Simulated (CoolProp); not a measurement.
A simple Rankine cycle with propylene: condensing at 293.15 K, boiler at 3.11 MPa, turbine inlet 383.7 K, turbine efficiency 0.75, pump efficiency 0.8, no recuperator. Each further row changes one setting.

Computed with CoolProp (reference Helmholtz-energy equation of state, Lemmon 2013).

```
case                             thermal efficiency (%)  net work (kJ/kg)  heat in (kJ/kg)  turbine exit temperature (K)  volume ratio over the turbine
-------------------------------  ----------------------  ----------------  ---------------  ----------------------------  -----------------------------
as stated                                           9.3               [?]              466                         335.6                           3.10
turbine inlet 403.7 K                               9.5              48.5              512                         357.7                           3.05
condensing temperature 285.15 K                    10.7              52.3              487                         327.9                            [?]
boiler pressure 2.18 MPa                            6.8              33.3              [?]                         353.4                           2.12
turbine efficiency 0.65                             8.0              37.1              466                         339.1                           3.15
```

**Question.** Some entries are withheld; supply them.

**Answer.** 
- as stated, net work (kJ/kg): 43.6
- condensing temperature 285.15 K, volume ratio over the turbine: 3.81
- boiler pressure 2.18 MPa, heat in (kJ/kg): 489
